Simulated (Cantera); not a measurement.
# Adiabatic ignition

An adiabatic, constant-volume homogeneous reactor starts with 17.4 % CH₄, 17.4 % O₂, 65.3 % N₂, equivalence ratio 2.0, at 1400 K and 1.68 atm.

Detailed kinetics in Cantera: GRI-Mech 3.0 (53 species, 325 reactions).

```tsv
t (s)	T (K)	P (bar)	x CH₄	x O₂	x CH₂O	x HO₂	x C₂H	x CH₃
2.00e-6	1400	1.70	0.174	0.174	8.67e-10	1.17e-7	<1e-12	1.64e-7
4.64e-6	1400	1.70	0.174	0.174	4.93e-9	2.67e-7	<1e-12	3.93e-7
1.07e-5	1400	1.70	0.174	0.174	2.84e-8	5.99e-7	<1e-12	9.64e-7
2.49e-5	1400	1.70	0.174	0.174	1.74e-7	1.28e-6	<1e-12	2.54e-6
5.78e-5	1400	1.70	0.174	0.174	1.23e-6	2.42e-6	<1e-12	7.64e-6
0.000134	1400	1.70	0.174	0.174	9.72e-6	3.30e-6	<1e-12	2.48e-5
0.000310	1400	1.70	0.173	0.174	6.28e-5	3.37e-6	<1e-12	5.74e-5
0.000719	1402	1.70	0.173	0.173	0.000262	5.84e-6	<1e-12	8.11e-5
0.00167	1414	1.72	0.170	0.172	0.000988	1.61e-5	<1e-12	0.000138
0.00387	2711	3.89	8.97e-11	3.97e-5	3.25e-8	6.07e-8	<1e-12	1.16e-10
0.00896	2711	3.89	8.93e-11	3.98e-5	3.24e-8	6.09e-8	<1e-12	1.15e-10
0.0208	2711	3.89	8.93e-11	3.98e-5	3.24e-8	6.09e-8	<1e-12	1.15e-10
0.0482	2711	3.89	8.93e-11	3.98e-5	3.24e-8	6.09e-8	<1e-12	1.15e-10
0.112	2711	3.89	8.93e-11	3.98e-5	3.24e-8	6.09e-8	<1e-12	1.15e-10
0.259	2711	3.89	8.93e-11	3.98e-5	3.24e-8	6.09e-8	<1e-12	1.15e-10
0.600	2711	3.89	8.93e-11	3.98e-5	3.24e-8	6.09e-8	<1e-12	1.15e-10
```
x: mole fraction; the columns are a selection and need not sum to one.

```
Quantity                                                               Value
---------------------------------  -----------------------------------------
time of steepest temperature rise                                    3.05 ms
temperature at 0.600 s                                                2711 K
equilibrium temperature                                               2711 K
x(CH₄) at 0.600 s                  8.93e-11 (gas-phase equilibrium 1.00e-10)
x(O₂) at 0.600 s                     3.98e-5 (gas-phase equilibrium 3.98e-5)
x(CH₂O) at 0.600 s                   3.24e-8 (gas-phase equilibrium 3.24e-8)
```
